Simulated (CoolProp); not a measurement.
Water at 897.29 K and 1.57 MPa flows at 15 m/s in a round tube of 50 mm bore and 15 µm roughness, fully developed (64/Re and Nu = 3.66 if laminar; Colebrook and Gnielinski if turbulent). Each further row changes one setting.

Computed with CoolProp (reference Helmholtz-energy equation of state, Wagner 2002).

| case | Reynolds number | Darcy friction factor | pressure drop (Pa/m) | heat-transfer coefficient (W/(m² K)) | mass flow (kg/h) |
|---|---|---|---|---|---|
| as stated | 85100 | 0.0200 | 171 | 331 | 405 |
| velocity 30 m/s | 170000 | 0.0181 | 621 | 601 | 809 |
| diameter 100 mm | 170000 | 0.0172 | 73.7 | 285 | 1620 |

Viscosity comes from a separate model (Huber 2009). Thermal conductivity comes from a separate model (Huber 2012).
